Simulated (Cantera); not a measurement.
Input: 1 mol CH3F, 0.26 mol H2, held at 1148 K and 10.0 Torr.

Method: chemical equilibrium by Gibbs-energy minimisation in Cantera with the NASA 1993 tables (ideal gas, pure condensed phases). Candidate condensed phases: C, C6H6, C7H8, C8H18; 95 gas species. Rates play no part.

Base state: H2 0.557, HF 0.443, CH4 9.85e-5 (mole fractions); condensed: C(graphite).

### Question
What changes in the equilibrium state with this change: CH3F replaced by CCl4?

### Answer
```
species            before    after
----------------  -------  -------
Cl2                     0    0.752
HCl                     0    0.228
Cl                      0   0.0201
H2                  0.557    <1e-9
HF                  0.443        0
CH4               9.85e-5    <1e-9
CCl4                    0  1.30e-5
C(graphite), mol    1.000    1.000
```

### Question
What changes in the equilibrium state with this change: CH3F replaced by C2F6?

### Answer
| species | before | after |
|---|---|---|
| CF4 | <1e-9 | 0.725 |
| HF | 0.443 | 0.275 |
| H2 | 0.557 | <1e-9 |
| CH4 | 9.85e-5 | <1e-9 |
| C(graphite), mol | 1.000 | 0.630 |
The feed counts by its element totals alone. Gases not in the tables: C2F6 and larger saturated fluorocarbons.
